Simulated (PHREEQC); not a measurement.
Dissolve 19 mmol/kgw NH4HF2, 0.31 mmol/kgw H2SiF6, 48 mmol/kgw H3BO3 and 17 mmol/kgw H2SO4 at 25 °C. It is in equilibrium with CO2 at log p = -2 (atm). Otherwise closed; pH follows from the charge balance.

Computed with PHREEQC (ion-association model, phreeqc.dat).

Each row changes one thing in this solution. Precipitation was switched off in this run.

```json
[
 {"case": "as made", "pH": "1.82", "ionic strength (mol/kgw)": "0.0445", "H3BO3 (mol/kgw)": "0.0385", "NH4+ (mol/kgw)": "0.0181", "SO4-2 (mol/kgw)": "0.00870", "BF4- (mol/kgw)": "0.00801"},
 {"case": "temperature from 25 to 60 °C", "pH": "1.91", "ionic strength (mol/kgw)": "0.0389", "H3BO3 (mol/kgw)": "0.0389", "NH4+ (mol/kgw)": "0.0183", "SO4-2 (mol/kgw)": "0.00626", "BF4- (mol/kgw)": "0.00735"},
 {"case": "temperature from 25 to 5 °C", "pH": "1.79", "ionic strength (mol/kgw)": "0.0471", "H3BO3 (mol/kgw)": "0.0385", "NH4+ (mol/kgw)": "0.0179", "SO4-2 (mol/kgw)": "0.00984", "BF4- (mol/kgw)": "0.00813"},
 {"case": "diluted 5-fold with water", "pH": "?", "ionic strength (mol/kgw)": "0.0106", "H3BO3 (mol/kgw)": "0.00807", "NH4+ (mol/kgw)": "0.00372", "SO4-2 (mol/kgw)": "0.00260", "BF4- (mol/kgw)": "0.00114"},
 {"case": "H2SiF6 replaced by (CH3)4NF at the same molality", "pH": "1.84", "ionic strength (mol/kgw)": "0.0442", "H3BO3 (mol/kgw)": "0.0387", "NH4+ (mol/kgw)": "0.0180", "SO4-2 (mol/kgw)": "0.00882", "BF4- (mol/kgw)": "0.00783"},
 {"case": "temperature from 25 to 80 °C", "pH": "1.98", "ionic strength (mol/kgw)": "0.0356", "H3BO3 (mol/kgw)": "?", "NH4+ (mol/kgw)": "0.0185", "SO4-2 (mol/kgw)": "0.00487", "BF4- (mol/kgw)": "0.00662"},
 {"case": "H2SiF6 from 0.00031 to 0.00062 mol/kgw", "pH": "1.81", "ionic strength (mol/kgw)": "0.0450", "H3BO3 (mol/kgw)": "0.0382", "NH4+ (mol/kgw)": "0.0181", "SO4-2 (mol/kgw)": "0.00862", "BF4- (mol/kgw)": "0.00825"},
 {"case": "NH4HF2 from 0.019 to 0.038 mol/kgw", "pH": "2.03", "ionic strength (mol/kgw)": "0.0572", "H3BO3 (mol/kgw)": "?", "NH4+ (mol/kgw)": "0.0360", "SO4-2 (mol/kgw)": "0.0100", "BF4- (mol/kgw)": "0.0164"}
]
```

Question: Fill in the missing entries.

Answer: 
- diluted 5-fold with water, pH: 2.41
- temperature from 25 to 80 °C, H3BO3 (mol/kgw): 0.0394
- NH4HF2 from 0.019 to 0.038 mol/kgw, H3BO3 (mol/kgw): 0.0289

Some of these states are supersaturated (in Quartz (slow to form), Chalcedony (slow to form), for instance). Constants without temperature data keep their 25 °C values here. SiF6-2 is the database's only silicon fluoride. Real BF4- forms and hydrolyses slowly; the run takes it at equilibrium.
